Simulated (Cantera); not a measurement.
Thermodynamics of calcination and drying, feed MgCO₃ + CO₂ + H₂

A closed system holds: 1 mol MgCO₃, 0.18 mol CO₂, 0.014 mol H₂, held at 1800 K.

Cantera equilibrium calculation (NASA polynomials, part measured and part estimated; ideal gas, pure solids and liquids). Candidate condensed phases: C, C₆H₆, C₇H₈, C₈H₁₈, H₂O, Mg, MgCO₃, MgO, Mg(OH)₂; 116 gas species. Rates play no part.

```tsv
P (Pa)	x CO₂	x CO	x O₂	x H₂O	x O	x OH	n MgO(s)
10	0.857	0.0901	0.0383	0.00995	0.00238	0.00142	1.000
36	0.900	0.0620	0.0247	0.0106	0.00101	0.000956	1.000
130	0.930	0.0428	0.0154	0.0110	0.000418	0.000627	1.000
460	0.949	0.0301	0.00913	0.0113	0.000171	0.000406	1.000
1700	0.962	0.0216	0.00492	0.0115	6.55e-5	0.000253	1.00
6000	0.969	0.0166	0.00241	0.0116	2.44e-5	0.000155	1.00
22000	0.974	0.0137	0.000976	0.0116	8.10e-6	8.96e-5	1.00
77000	0.976	0.0124	0.000341	0.0117	2.56e-6	5.04e-5	1.00
280000	0.976	0.0119	0.000102	0.0117	7.33e-7	2.70e-5	1.00
1000000	0.976	0.0118	2.92e-5	0.0117	2.08e-7	1.44e-5	1.00
```
x: gas mole fraction; n: condensed amount in mol.

From 0.000100 bar to 10.0 bar the condensed part is MgO(s). The main Mg-bearing gas is Mg at 0.000100 bar and Mg(OH)₂ at 10.0 bar.
